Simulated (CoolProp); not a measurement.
A single-stage vapour-compression cycle with ammonia: evaporating at 233.15 K (dew point), condensing at 276.15 K (bubble point), superheat 0 K, subcooling 2 K, compressor efficiency 0.9, no pressure losses. Each further row changes one setting.

Model: reference Helmholtz-energy equation of state, Gao 2020, in CoolProp.

| case | cooling COP | pressure ratio | discharge temperature (K) | refrigerating effect (kJ/kg) | volumetric capacity (kJ/m³) |
|---|---|---|---|---|---|
| as stated | 4.06 | 6.69 | 375.1 | 1200 | 775 |
| evaporating temperature 238.15 K | 4.82 | 5.15 | 359.2 | 1210 | 995 |
| condensing temperature 271.15 K | 4.70 | 5.56 | 358.9 | 1230 | 789 |
| subcooling 7 K | 4.14 | 6.69 | 375.1 | 1230 | 789 |
| superheat 10 K | 3.96 | 6.69 | 390.4 | 1230 | 753 |
| compressor efficiency 0.8 | 3.61 | 6.69 | 391.0 | 1200 | 775 |
